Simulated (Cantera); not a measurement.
Standard-state values (1 bar) from the NASA 1993 polynomials, evaluated with Cantera. Values are per mole of reaction as written; species without (g) are pure solids or liquids, kept so even where they would boil at 1 bar.

2 Cl(g) + Si = SiCl2(g), with ΔH° = -411.2 kJ and ΔS° = -67.9 J/K at 300 K.

Question: How far is the shortcut ΔG° ≈ ΔH°(300 K) − T·ΔS°(300 K) from the full temperature-dependent value at 375, 475, 575, 675, 775, 875, 975 K?

Answer: 
```tsv
T (K)	shortcut (kJ)	full (kJ)	difference (kJ)	difference in log10 K
375	-385.8	-385.7	-0.1	0.02
475	-379.0	-378.4	-0.6	0.06
575	-372.2	-370.9	-1.3	0.12
675	-365.4	-363.1	-2.3	0.18
775	-358.6	-355.1	-3.5	0.23
875	-351.8	-347.0	-4.8	0.29
975	-345.0	-338.7	-6.3	0.34
```
The shortcut ignores the heat-capacity change of the reaction.
